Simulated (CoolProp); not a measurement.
Saturated liquid density (kg/m³) of C3F8 (R218): the reference equation beside estimates from Tc = 345.0 K, pc = 26.40 bar, ω = 0.317.

Values from CoolProp's reference Helmholtz-energy equation of state, Lemmon 2006. It is a short technical equation, of lower accuracy than the large ones.

| T (K) | reference | van der Waals | Soave-Redlich-Kwong | Peng-Robinson |
|---|---|---|---|---|
| 199.9 | 1747 | 1081 | 1655 | 1866 |
| 207.3 | 1720 | 1066 | 1632 | 1841 |
| 214.8 | 1693 | 1050 | 1607 | 1814 |
| 222.2 | 1666 | 1034 | 1581 | 1786 |
| 229.7 | 1637 | 1016 | 1553 | 1756 |
| 237.1 | 1609 | 998.6 | 1524 | 1724 |
| 244.6 | 1579 | 980.0 | 1493 | 1690 |
| 252 | 1548 | 960.8 | 1460 | 1654 |

Absolute difference from the reference over all 8 rows, mean and median: van der Waals 38.0 and 37.9 %, Soave-Redlich-Kwong 5.3 and 5.2 %, Peng-Robinson 7.1 and 7.1 %.
